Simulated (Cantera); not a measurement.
Input: 1 mol C3H8, 2.4 mol CO2, 0.7 mol H2, equilibrated at 1348.15 K and 93000 Pa.

These are equilibrium values from Cantera (NASA tables, ideal gas, pure condensed phases), not measurements of a reactor. Candidate condensed phases: C, C6H6, C7H8, C8H18, H2O; 110 gas species. Rates play no part.

Base state: CO 0.504, H2 0.492, H2O 0.00135, CH4 0.00131, CO2 0.000704 (mole fractions); condensed: C(graphite).

Task: What changes in the equilibrium state with this change: 0.85 mol O2 added?

Result: 
| species | before | after |
|---|---|---|
| CO | 0.504 | 0.493 |
| H2 | 0.492 | 0.399 |
| H2O | 0.00135 | 0.0668 |
| CO2 | 0.000704 | 0.0422 |
| CH4 | 0.00131 | 1.37e-5 |
| C(graphite), mol | 0.607 | 0 |

Task: What changes in the equilibrium state with this change: pressure from 93000 Pa to 130 Pa?

Result: 
```tsv
species	before	after
CO	0.504	0.505
H2	0.492	0.495
H	1.69e-6	4.52e-5
H2O	0.00135	1.89e-6
CH4	0.00131	1.85e-6
CO2	0.000704	9.88e-7
C(graphite), mol	0.607	0.600
```

Task: What changes in the equilibrium state with this change: pressure from 93000 Pa to 1000 Pa?

Result: 
| species | before | after |
|---|---|---|
| CO | 0.504 | 0.505 |
| H2 | 0.492 | 0.495 |
| H | 1.69e-6 | 1.63e-5 |
| H2O | 0.00135 | 1.46e-5 |
| CH4 | 0.00131 | 1.43e-5 |
| CO2 | 0.000704 | 7.60e-6 |
| C(graphite), mol | 0.607 | 0.600 |
